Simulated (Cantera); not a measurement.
Feed: 1 mol SiH2Cl2, 0.94 mol NH3, at 1823.15 K and 2.50 mbar.

Method: chemical equilibrium by Gibbs-energy minimisation in Cantera with the NASA 1993 tables (ideal gas, pure condensed phases). Candidate condensed phases: NH4Cl, Si, Si3N4; 28 gas species. The tables' values for SiCl, SiCl3, SiN are old estimates; treat these amounts as uncertain. Gases not in the tables: Si2H6 and higher silanes. Rates play no part.

What is the equilibrium state?


```json
{
  "x(H2)": "0.528",
  "x(HCl)": "0.172",
  "x(SiCl2)": "0.167",
  "x(N2)": "0.120",
  "x(H)": "0.00631",
  "x(Si)": "0.00177",
  "x(SiCl)": "0.00158",
  "x(Cl)": "0.00156",
  "x(SiCl3)": "0.000903",
  "n(Si(l))": "0.329 mol",
  "gas_amount": "3.904 mol"
}
```
